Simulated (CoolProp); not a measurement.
Properties of CH2F2 (R32) along the isotherm 435 K (Tc = 351.3 K, pc = 5.783 MPa, ω = 0.277).

Computed with CoolProp (reference Helmholtz-energy equation of state, Tillner-Roth 1997).

```tsv
p (MPa)	phase	cp (kJ/(kg K))	cv (kJ/(kg K))	Joule-Thomson coefficient (K/MPa)	isothermal compressibility (1/MPa)	viscosity (µPa s)	Prandtl number
1.81	gas	1.127	0.9103	7.563	0.5859	19.3	0.750
3.61	gas	1.230	0.9384	7.298	0.3133	19.6	0.766
5.42	gas	1.358	0.9675	6.980	0.2239	20.1	0.802
7.23	supercritical	1.518	0.9967	6.581	0.1803	20.9	0.859
9.04	supercritical	1.712	1.025	6.069	0.1538	22.2	0.935
10.8	supercritical	1.922	1.048	5.445	0.1341	24.1	1.02
12.6	supercritical	2.124	1.066	4.699	0.1145	26.8	1.12
14.5	supercritical	2.266	1.077	3.874	0.09273	30.5	1.22
16.3	supercritical	2.308	1.081	3.155	0.07310	34.5	1.29
18.1	supercritical	2.283	1.081	2.554	0.05679	38.7	1.33
19.9	supercritical	2.225	1.081	2.077	0.04444	42.7	1.35
21.7	supercritical	2.159	1.080	1.706	0.03544	46.6	1.36
23.5	supercritical	2.095	1.079	1.416	0.02890	50.1	1.36
25.3	supercritical	2.038	1.079	1.187	0.02408	53.4	1.36
27.1	supercritical	1.989	1.079	1.003	0.02045	56.4	1.35
28.9	supercritical	1.946	1.079	0.8536	0.01765	59.1	1.35
```

Viscosity comes from a separate model (Bell 2016), an estimate that may be off by 10 % or more. Thermal conductivity comes from a separate model (Huber 2003), an estimate that may be off by 10 % or more.
